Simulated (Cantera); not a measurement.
Input (Python, Cantera) and output of one run.

```python
import numpy as np
import cantera as ct

gas_names = """
    AL ALCL ALCL2 ALCL3 ALN ALO ALOCL ALO2 AL2 AL2CL6 AL2O AL2O2 CL CLO CL2 N NO NO2 NO3 N2 N2O O O2 O3
""".split()
cond_names = """
    AL(cr) AL(L) ALCL3(s) ALCL3(L) ALN(s) AL2O3(a) AL2O3(L)
""".split()


# ... load() reads the species with a 1 bar reference pressure and builds the phases ...
atoms = {
    'AlCl3': {'AL': 1, 'CL': 3},
    'O2': {'O': 2},
    'N2': {'N': 2},
}
top_T = {'ALN(s)': 2750}  # K; cautious upper limits of use, not melting points


# ... equilibrate(T, P, feed) seeds the gas with the atoms and calls Mixture.equilibrate('TP', solver="vcs", rtol=1e-11, max_steps=5000) ...
results = []
feed = {'AlCl3': 1, 'O2': 2.2, 'N2': 5.9}  # mol
P = 1000  # Pa
for T in [650, 800, 950, 1100, 1250, 1400, 1550, 1700]:
    mix = equilibrate(T, P, feed)
    results.append((T, P, feed, dict(zip(mix.species_names, mix.species_moles))))
    x = sorted(zip(gas.X, gas.species_names), reverse=True)
    print(f"T = {T:g} K  P = {P:g} Pa  gas = {mix.phase_moles(0):.4g} mol")
    print("   x: " + "  ".join(f"{s} {v:.3e}" for v, s in x if v > 1e-05))
    print("   condensed (mol): " + ("  ".join(f"{mix.phase(i).name} {mix.phase_moles(i):.4g}"
          for i in range(1, mix.n_phases) if mix.phase_moles(i) > 1e-12) or "none"))
```

Result:

```
T = 650 K  P = 1000 Pa  gas = 8.85 mol
   x: N2 6.667e-01  CL2 1.695e-01  O2 1.638e-01
   condensed (mol): AL2O3(a) 0.5
T = 800 K  P = 1000 Pa  gas = 8.85 mol
   x: N2 6.667e-01  CL2 1.695e-01  O2 1.638e-01  CL 3.850e-05
   condensed (mol): AL2O3(a) 0.5
T = 950 K  P = 1000 Pa  gas = 8.853 mol
   x: N2 6.664e-01  CL2 1.691e-01  O2 1.638e-01  CL 7.275e-04  NO 1.424e-05
   condensed (mol): AL2O3(a) 0.5
T = 1100 K  P = 1000 Pa  gas = 8.877 mol
   x: N2 6.646e-01  CL2 1.659e-01  O2 1.633e-01  CL 6.172e-03  NO 6.884e-05  CLO 1.210e-05
   condensed (mol): AL2O3(a) 0.5
T = 1250 K  P = 1000 Pa  gas = 8.987 mol
   x: N2 6.564e-01  O2 1.612e-01  CL2 1.517e-01  CL 3.039e-02  NO 2.257e-04  CLO 4.376e-05
   condensed (mol): AL2O3(a) 0.5
T = 1400 K  P = 1000 Pa  gas = 9.295 mol
   x: N2 6.345e-01  O2 1.557e-01  CL2 1.134e-01  CL 9.572e-02  NO 5.598e-04  CLO 1.064e-04  ALCL3 4.948e-05
   condensed (mol): AL2O3(a) 0.4998
T = 1550 K  P = 1000 Pa  gas = 9.793 mol
   x: N2 6.019e-01  CL 1.925e-01  O2 1.475e-01  CL2 5.660e-02  NO 1.136e-03  CLO 1.709e-04  ALCL3 1.371e-04  O 3.006e-05
   condensed (mol): AL2O3(a) 0.4993
T = 1700 K  P = 1000 Pa  gas = 10.16 mol
   x: N2 5.794e-01  CL 2.584e-01  O2 1.416e-01  CL2 1.809e-02  NO 2.042e-03  CLO 1.905e-04  O 1.682e-04  ALCL3 1.331e-04
   condensed (mol): AL2O3(a) 0.4993
```

These are equilibrium values from Cantera (NASA tables, ideal gas, pure condensed phases), not measurements of a reactor. Condensed phases not in the tables: AlOCl.
